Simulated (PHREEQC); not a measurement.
Make-up at 5.7 °C: 0.00097 mol H3PO4, 2.1e-05 mol H2SO4 and 3e-05 mol H4SiO4 per kg of water. Closed to the air; pH follows from the charge balance.

Model: ion-association model, phreeqc.dat, run in PHREEQC.

Precipitation was switched off in this run.

What pH does the model give?

pH 3.05.

In which forms is S present?

SO4-2 95 %, HSO4- 5.1 % of the S.

Away from 25 °C the constants follow the database's enthalpies or fits; those with neither stay at their 25 °C values.
